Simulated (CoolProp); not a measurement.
R507A at 275.88 K and 0.536 MPa flows at 0.53 m/s in a round tube of 4.6 mm bore and 45 µm roughness, fully developed (64/Re and Nu = 3.66 if laminar; Colebrook and Gnielinski if turbulent). Each further row changes one setting.

Model: reference Helmholtz-energy equation of state, Lemmon 2003, in CoolProp. It is a pseudo-pure fit of the blend.

```tsv
case	Reynolds number	Darcy friction factor	pressure drop (Pa/m)	heat-transfer coefficient (W/(m² K))	mass flow (kg/h)
as stated	5670	0.0462	[?]	[?]	[?]
velocity 1.06 m/s	11300	[?]	[?]	141	1.68
diameter 9.2 mm	11300	0.0368	[?]	[?]	[?]
```

Fill in the missing entries.


- as stated, pressure drop (Pa/m): 37.3
- as stated, heat-transfer coefficient (W/(m² K)): 69.5
- as stated, mass flow (kg/h): 0.839
- velocity 1.06 m/s, Darcy friction factor: 0.0424
- velocity 1.06 m/s, pressure drop (Pa/m): 137
- diameter 9.2 mm, pressure drop (Pa/m): 14.9
- diameter 9.2 mm, heat-transfer coefficient (W/(m² K)): 60.7
- diameter 9.2 mm, mass flow (kg/h): 3.36

Viscosity comes from a separate model (Geller 2000). Thermal conductivity comes from a separate model (Geller 2001).
